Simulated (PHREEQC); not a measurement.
Solution (90 °C): 0.021 mol/kgw ZnSO4, 3.8e-05 mol/kgw NaF and 4e-05 mol/kgw NaCl. Closed to the air; pH follows from the charge balance.

Computed with PHREEQC (ion-association model, phreeqc.dat).

This is a speciation only: nothing precipitates in the calculation.

Task: Order these Zn species by the share of Zn that they hold, largest first: ZnOH+, ZnSO4, Zn+2, Zn(SO4)2-2.

Result: Zn+2 (57 %), ZnSO4 (40 %), Zn(SO4)2-2 (2.6 %), ZnOH+ (0.20 %)

The pH is 5.03 and the ionic strength 0.0478 mol/kgw. Constants without temperature data keep their 25 °C values here.
